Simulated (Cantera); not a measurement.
Source: NASA polynomial tables (part measured, part estimated), evaluated in Cantera. Values are per mole of reaction as written; species without (g) are pure solids or liquids, kept so even where they would boil at 1 bar.

4 Li + O2(g) ⇌ 2 Li2O, with ΔH° = -1197.4 kJ and ΔS° = -245.9 J/K at 300 K.

### Question
How far is the shortcut ΔG° ≈ ΔH°(300 K) − T·ΔS°(300 K) from the full temperature-dependent value at 823, 898, 973, 1048, 1123 K?

### Answer
```
T (K)  shortcut (kJ)  full (kJ)  difference (kJ)  difference in log10 K  condensed phases
-----  -------------  ---------  ---------------  ---------------------  ----------------
823           -995.1     -981.7            -13.3                   0.85    Li(l), Li2O(s)
898           -976.6     -960.8            -15.8                   0.92    Li(l), Li2O(s)
973           -958.2     -940.0            -18.2                   0.98    Li(l), Li2O(s)
1048          -939.8     -918.5            -21.3                   1.06    Li(l), Li2O(s)
1123          -921.3     -897.9            -23.4                   1.09    Li(l), Li2O(s)
```
The shortcut ignores heat capacities and the phase changes listed.
